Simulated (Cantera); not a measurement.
Feed: 1 mol Si, 0.2 mol CO2, 35 mol CO, held at 2.10 mbar.

These are equilibrium values from Cantera (NASA tables, ideal gas, pure condensed phases), not measurements of a reactor. Candidate condensed phases: C, Si, SiC, SiO2; 20 gas species. Kinetics and transport are ignored. All values below are at 1548 K.

Base state: CO 0.983, SiO 0.0169 (mole fractions); condensed: SiC(s).

Q: What changes in the equilibrium state with this change: Si replaced by Ti?

A: 
| species | before | after |
|---|---|---|
| CO | 0.983 | 1.000 |
| CO2 | 2.41e-6 | 2.46e-5 |
| SiO | 0.0169 | 0 |
| SiC(s), mol | 0.400 | 0 |
| TiC(s), mol | 0 | 0.520 |
| Ti2O3(s), mol | 0 | 0.240 |
Mutual solubility and eutectic melting of coexisting phases are not modelled. TiC: taken at fixed stoichiometry. Further candidate phases: Ti, TiC, TiO, TiO2, Ti2O3, Ti3O5, Ti4O7.
